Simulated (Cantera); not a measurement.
Feed: 1 mol Si, a varied amount of HF, at 675 K and 120 Pa.

Cantera equilibrium calculation (NASA polynomials, part measured and part estimated; ideal gas, pure solids and liquids). Candidate condensed phases: Si; 25 gas species. Rates play no part.

x: gas mole fraction; n: condensed amount in mol.

| n(HF) (mol) | x H2 | x HF | x SiF4 | x SiHF3 | x SiH2F2 | x SiF3 | x H2F2 | n Si(s) |
|---|---|---|---|---|---|---|---|---|
| 1.6 | 0.665 | 3.79e-8 | 0.330 | 0.00440 | 3.89e-5 | 1.08e-6 | <1e-12 | 0.599 |
| 2.3 | 0.665 | 3.79e-8 | 0.330 | 0.00440 | 3.89e-5 | 1.08e-6 | <1e-12 | 0.423 |
| 3 | 0.665 | 3.79e-8 | 0.330 | 0.00440 | 3.89e-5 | 1.08e-6 | <1e-12 | 0.247 |
| 3.7 | 0.665 | 3.79e-8 | 0.330 | 0.00440 | 3.89e-5 | 1.08e-6 | <1e-12 | 0.0719 |
| 4.4 | … | … | … | … | <1e-12 | <1e-12 | … | 0 |
| 5.1 | 0.488 | 0.268 | 0.244 | 3.37e-10 | <1e-12 | <1e-12 | 1.88e-8 | 0 |
| 5.8 | 0.417 | 0.375 | 0.208 | 1.76e-10 | <1e-12 | <1e-12 | 3.68e-8 | 0 |
| 6.5 | 0.364 | 0.455 | 0.182 | 1.10e-10 | <1e-12 | <1e-12 | 5.40e-8 | 0 |
| 7.2 | 0.323 | 0.516 | 0.161 | 7.65e-11 | <1e-12 | <1e-12 | 6.97e-8 | 0 |
| 7.9 | 0.290 | 0.565 | 0.145 | 5.64e-11 | <1e-12 | <1e-12 | 8.36e-8 | 0 |
| 8.6 | … | 0.605 | … | … | <1e-12 | <1e-12 | … | 0 |
| 9.3 | 0.241 | 0.639 | 0.120 | 3.45e-11 | <1e-12 | <1e-12 | 1.07e-7 | 0 |

Problem. Some entries are withheld; supply them.

Solution. 
- 8.6, x H2: 0.263
- 8.6, x SiF4: 0.132
- 8.6, x SiHF3: 4.34e-11
- 8.6, x H2F2: 9.58e-8
- 4.4, x H2: 0.588
- 4.4, x HF: 0.118
- 4.4, x SiF4: 0.294
- 4.4, x SiHF3: 1.12e-9
- 4.4, x H2F2: 3.62e-9
